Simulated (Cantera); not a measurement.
An isothermal plug-flow reactor at 975 K and 0.987 atm (inlet), inlet velocity 1.1 m/s, active area per volume 3900 1/m; feed CH4 : O2 : N2 : H2O = 0.0039 : 0.013 : 0.79 : 0.027 (molar parts), equivalence ratio 0.60.

Model: Deutschmann's 1995 Pt surface mechanism with GRI-Mech 3.0 gas chemistry, integrated in Cantera. Catalytic surfaces can have several steady states; this one follows from the mechanism file's or the stated starting coverage. Mass transfer to the wall is taken as infinitely fast.

**Question.** What does this change do: inlet velocity 1.1 to 2.7 m/s?

**Answer.** 
```json
[
 {"quantity": "x(CH4) at z = 0.0057 m", "before": "0.000111", "after": "0.00118"},
 {"quantity": "x(O2) at z = 0.0057 m", "before": "0.00647", "after": "0.00861"},
 {"quantity": "x(H2O) at z = 0.0057 m", "before": "0.0415", "after": "0.0394"},
 {"quantity": "x(CO2) at z = 0.0057 m", "before": "0.00456", "after": "0.00349"},
 {"quantity": "x(CO) at z = 0.0057 m", "before": "7.17e-8", "after": "7.40e-7"},
 {"quantity": "θ(free Pt) at the exit", "before": "0.318", "after": "0.304"},
 {"quantity": "θ(O*) at the exit", "before": "0.677", "after": "0.691"},
 {"quantity": "θ(OH*) at the exit", "before": "0.00466", "after": "0.00448"}
]
```

**Question.** What does this change do: inlet velocity 1.1 to 2.5 m/s?

**Answer.** 
| quantity | before | after |
|---|---|---|
| x(CH4) at z = 0.0057 m | 0.000111 | 0.00105 |
| x(O2) at z = 0.0057 m | 0.00647 | 0.00834 |
| x(H2O) at z = 0.0057 m | 0.0415 | 0.0396 |
| x(CO2) at z = 0.0057 m | 0.00456 | 0.00363 |
| x(CO) at z = 0.0057 m | 7.17e-8 | 6.57e-7 |
| θ(free Pt) at the exit | 0.318 | 0.306 |
| θ(O*) at the exit | 0.677 | 0.689 |
| θ(OH*) at the exit | 0.00466 | 0.00451 |
